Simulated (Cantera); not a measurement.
Charge: 1 mol Si₂H₆, 2.1 mol N₂O, 17 mol CO₂, equilibrated at 1223.15 K and 6.30 mbar.

Equilibrium computed with Cantera from the NASA thermochemical tables; the gas is ideal and each condensed phase is pure. Candidate condensed phases: C, C₆H₆, C₇H₈, C₈H₁₈, H₂O, Si, SiC, SiO₂, Si₂N₂O, Si₃N₄; 151 gas species. The feed counts by its element totals alone. The tables hold silica as quartz up to 1696 K and as liquid above; real silica turns to tridymite and cristobalite and melts near 1996 K. Kinetics and transport are ignored.

### Question
What is the equilibrium state?

### Answer
```
Quantity                                    Value
--------------------------------------  ---------
x(CO₂)                                      0.573
x(CO)                                       0.196
x(H₂O)                                      0.110
x(N₂)                                      0.0950
x(H₂)                                      0.0257
n(SiO₂(β-quartz))                        2.00 mol
gas amount                              22.10 mol
log10 activity of C(graphite) (absent)      -5.24
log10 activity of Si(s) (absent)           -15.40
```
